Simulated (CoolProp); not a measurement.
A simple Rankine cycle with water: condensing at 301.15 K, boiler at 0.145 MPa, turbine inlet 388.6 K, turbine efficiency 0.9, pump efficiency 0.6, no recuperator. Each further row changes one setting.

Computed with CoolProp (reference Helmholtz-energy equation of state, Wagner 2002).

```csv
case,thermal efficiency (%),net work (kJ/kg),heat in (kJ/kg),turbine exit temperature (K),volume ratio over the turbine
as stated,18.1,469,2580,301.2,26.3
turbine inlet 408.6 K,18.2,478,2630,301.2,…
condensing temperature 293.15 K,…,…,…,293.1,…
boiler pressure 0.101 MPa,16.4,425,…,301.2,18.6
turbine efficiency 0.8,16.1,…,2580,301.2,…
```

Problem. Some entries are withheld; supply them.

Solution. 
- turbine inlet 408.6 K, volume ratio over the turbine: 25.2
- condensing temperature 293.15 K, thermal efficiency (%): 19.8
- condensing temperature 293.15 K, net work (kJ/kg): 519
- condensing temperature 293.15 K, heat in (kJ/kg): 2620
- condensing temperature 293.15 K, volume ratio over the turbine: 40.7
- boiler pressure 0.101 MPa, heat in (kJ/kg): 2590
- turbine efficiency 0.8, net work (kJ/kg): 417
- turbine efficiency 0.8, volume ratio over the turbine: 26.9

The expansion ends wet for: as stated; turbine inlet 408.6 K; condensing temperature 293.15 K; boiler pressure 0.101 MPa; turbine efficiency 0.8.
